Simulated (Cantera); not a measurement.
A perfectly stirred reactor is fed with CH4 : O2 : N2 = 1 : 2.17 : 12 (molar parts), equivalence ratio 0.92, at 4.70 bar; it is adiabatic with a 373 K inlet, and is followed from long to short residence time, starting on the burning branch (τ in s: 0.084, 0.033, 0.013, 0.0052, 0.002, 0.00081, 0.00032, 0.00013, 5e-05, 2e-05).

Computed with Cantera and GRI-Mech 3.0 (53 species, 325 reactions).

x: mole fraction; the columns are a selection and need not sum to one.

```
τ (s)    T (K)     x CH4    x O2    x C2H6   x C2H2    x CH3       x O  x C2H4
-------  -----  --------  ------  --------  -------  -------  --------  ------
0.084     1851   7.36e-6  0.0114  4.82e-10  9.70e-9  2.23e-6   2.90e-5     [?]
0.033     1847   1.38e-5  0.0116   1.44e-9  2.39e-8  4.21e-6   4.67e-5     [?]
0.013     1839   2.58e-5  0.0119   3.97e-9  5.31e-8  7.67e-6   7.71e-5     [?]
0.0052    1828   4.81e-5  0.0126   1.03e-8  1.09e-7  1.36e-5  0.000126     [?]
0.0020    1809   9.50e-5  0.0137   2.85e-8  2.25e-7  2.47e-5  0.000207     [?]
0.00081   1780  0.000192  0.0155   8.38e-8  4.72e-7  4.45e-5  0.000313     [?]
0.00032   1729  0.000471  0.0190   4.00e-7  1.35e-6  9.22e-5  0.000404     [?]
0.00013    373    0.0659   0.143    <1e-12   <1e-12   <1e-12    <1e-12  <1e-12
5.0e-5     373    0.0659   0.143    <1e-12   <1e-12   <1e-12    <1e-12  <1e-12
2.0e-5     373    0.0659   0.143    <1e-12   <1e-12   <1e-12    <1e-12  <1e-12
```

**Question.** Some entries are withheld; supply them.

**Answer.** 
- 0.084, x C2H4: 4.00e-9
- 0.033, x C2H4: 1.21e-8
- 0.013, x C2H4: 3.33e-8
- 0.0052, x C2H4: 8.48e-8
- 0.0020, x C2H4: 2.19e-7
- 0.00081, x C2H4: 5.70e-7
- 0.00032, x C2H4: 2.11e-6
